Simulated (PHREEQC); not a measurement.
Make-up at 25 °C: 0.26 mol/kgw H2SO4, 0.005 mol/kgw ZnSO4 and 0.0005 mol/kgw KCl. Closed to the air; pH follows from the charge balance.

Model: ion-association model, wateq4f.dat, run in PHREEQC.

Each row changes one thing in this solution. This is a speciation only: nothing precipitates in the calculation.

```json
[
 {"case": "as made", "pH": "0.65", "ionic strength (mol/kgw)": "0.329", "HSO4- (mol/kgw)": "0.232", "SO4-2 (mol/kgw)": "0.0306", "K+ (mol/kgw)": "0.000477", "KSO4- (mol/kgw)": "2.33e-5"},
 {"case": "ZnSO4 left out", "pH": "0.65", "ionic strength (mol/kgw)": "0.320", "HSO4- (mol/kgw)": "0.230", "SO4-2 (mol/kgw)": "0.0298", "K+ (mol/kgw)": "0.000477", "KSO4- (mol/kgw)": "2.30e-5"},
 {"case": "H2SO4 left out", "pH": "5.83", "ionic strength (mol/kgw)": "0.0154", "HSO4- (mol/kgw)": "3.68e-7", "SO4-2 (mol/kgw)": "0.00368", "K+ (mol/kgw)": "0.000492", "KSO4- (mol/kgw)": "7.78e-6"},
 {"case": "KCl from 0.0005 to 0.005 mol/kgw", "pH": "0.65", "ionic strength (mol/kgw)": "0.333", "HSO4- (mol/kgw)": "0.232", "SO4-2 (mol/kgw)": "0.0306", "K+ (mol/kgw)": "0.00477", "KSO4- (mol/kgw)": "0.000233"},
 {"case": "diluted 100-fold with water", "pH": "2.37", "ionic strength (mol/kgw)": "0.00669", "HSO4- (mol/kgw)": "0.000638", "SO4-2 (mol/kgw)": "0.00200", "K+ (mol/kgw)": "4.95e-6", "KSO4- (mol/kgw)": "4.94e-8"},
 {"case": "KCl from 0.0005 to 0.0001 mol/kgw", "pH": "0.65", "ionic strength (mol/kgw)": "0.328", "HSO4- (mol/kgw)": "0.232", "SO4-2 (mol/kgw)": "0.0306", "K+ (mol/kgw)": "9.53e-5", "KSO4- (mol/kgw)": "4.67e-6"}
]
```

Complexes and solids missing from the database can't appear.
